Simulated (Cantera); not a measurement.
Cantera run:

```python
import numpy as np
import cantera as ct

gas_names = """
    C CN CO CO2 C2 CCN CNC C2N2 C2O C3 C3O2 C4 C4N2 C5 Fe FeC5O5 FeO N NCO NO NO2 NO3 N2 N2O O O2 O3
""".split()
cond_names = """
    C(gr) Fe(a) Fe(c) Fe(d) Fe(L) FeC5O5(L) FeO(s) FeO(L) Fe2O3(s) Fe3O4(s)
""".split()


def load(file, names, dense=False):
    # The tables refer to 1 bar. Condensed volumes are neglected.
    table = {s.name: s for s in ct.Species.list_from_file(file)}
    out = []
    for n in names:
        d = dict(table[n].input_data)
        d["thermo"] = dict(d["thermo"], **{"reference-pressure": 1e5})
        if dense:
            d["equation-of-state"] = {"model": "constant-volume", "density": "1e6 g/cm^3"}
        out.append(ct.Species.from_dict(d))
    return out


gas = ct.Solution(thermo="ideal-gas", species=load("nasa_gas.yaml", gas_names))
cond = {s.name: ct.Solution(thermo="fixed-stoichiometry", species=[s], name=s.name)
        for s in load("nasa_condensed.yaml", cond_names, dense=True)}
atoms = {
    'Fe(CO)5': {'Fe': 1, 'C': 5, 'O': 5},
    'N2': {'N': 2},
}
top_T = {'C(gr)': 4500, 'Fe2O3(s)': 1830, 'Fe3O4(s)': 1870}  # K; cautious upper limits of use, not melting points


def equilibrate(T, P, feed):
    n = {}
    for name, mol in feed.items():
        for a, k in atoms[name].items():
            n[a] = n.get(a, 0.0) + k * mol
    gas.TPX = T, P, n
    mass = sum(n.values()) * gas.mean_molecular_weight
    gas.equilibrate("TP")
    valid = [c for c in cond.values() if c.min_temp <= T <= top_T.get(c.name, c.max_temp)]
    mix = ct.Mixture([(gas, mass / gas.mean_molecular_weight)] + [(c, 0.0) for c in valid])
    mix.T, mix.P = T, P
    mix.equilibrate("TP", solver="vcs", rtol=1e-11, max_steps=5000)
    return mix


results = []
feed = {'Fe(CO)5': 1, 'N2': 66}  # mol
P = 133.322  # Pa
for T in [875, 925, 975, 1025, 1075, 1125, 1175, 1225, 1275, 1325, 1375, 1425]:
    mix = equilibrate(T, P, feed)
    results.append((T, P, feed, dict(zip(mix.species_names, mix.species_moles))))

top = {s: max(r[3][s] / sum(r[3][g] for g in gas_names) for r in results) for s in gas_names}
cols = sorted((s for s in top if top[s] > 0.001), key=lambda s: -top[s])[:9]
seen = [c for c in cond_names if any(r[3].get(c, 0) > 1e-12 for r in results)]
print("log10 of partial pressures in bar; condensed amounts in mol")
print(f"{'T/K':>10s}" + "".join(f"{s[:9]:>10s}" for s in cols + seen))
for T, P, feed, n in results:
    ng = sum(n[g] for g in gas_names)
    print(f"{T:10.4g}" + "".join(f"{np.log10(max(n[s] / ng * P / 1e5, 1e-99)):10.3f}" for s in cols)
          + "".join(f"{n.get(c, 0):10.4g}" for c in seen))
```

Result:

```
log10 of partial pressures in bar; condensed amounts in mol
       T/K        N2        CO     C(gr)     Fe(a)     Fe(c)
       875    -2.907    -4.028  0.005028         1         0
       925    -2.907    -4.028   0.00141         1         0
       975    -2.907    -4.027 0.0004507         1         0
      1025    -2.907    -4.027 0.0001615         1         0
      1075    -2.907    -4.027  6.38e-05         1         0
      1125    -2.907    -4.027 2.745e-05         1         0
      1175    -2.907    -4.027 1.271e-05         1         0
      1225    -2.907    -4.027 6.284e-06         0         1
      1275    -2.907    -4.027 3.285e-06         0         1
      1325    -2.907    -4.027 1.794e-06         0    0.9999
      1375    -2.907    -4.027 9.908e-07         0    0.9996
      1425    -2.907    -4.027 4.777e-07         0    0.9985
```

Method: chemical equilibrium by Gibbs-energy minimisation in Cantera with the NASA 1993 tables (ideal gas, pure condensed phases). Condensed phases not in the tables: cementite and carbon dissolved in iron.
